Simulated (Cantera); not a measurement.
# Diamond growth

A diamond (100) surface in a fixed gas of H2 with x(CH4) = 0.014, x(H) = 0.005, x(CH3) = 3.9e-05, 0.270 bar; coverages are run to steady state.

Cantera simulation using the Harris–Goodwin 1993 mechanism for the reconstructed diamond (100) surface; the numbers are that mechanism's predictions, not measurements.

```tsv
T (K)	growth (µm/h)	θ c6HH	θ c6H*	θ c6*H	θ c6**	θ c6HM
950	4.34	0.639	0.0143	0.333	0.00665	0.00522
1025	6.11	0.572	0.0207	0.391	0.0114	0.00376
1100	7.74	0.511	0.0280	0.439	0.0180	0.00266
1175	8.14	0.458	0.0358	0.478	0.0261	0.00165
1250	6.38	0.412	0.0438	0.507	0.0357	0.000763
1325	4.22	0.374	0.0517	0.528	0.0462	0.000258
1400	3.26	0.342	0.0594	0.541	0.0571	7.52e-5
```
θ: site fractions in the mechanism's names (c6HH fully hydrogenated, c6H* and c6*H radical sites, c6** diradical, c6HM methylated).
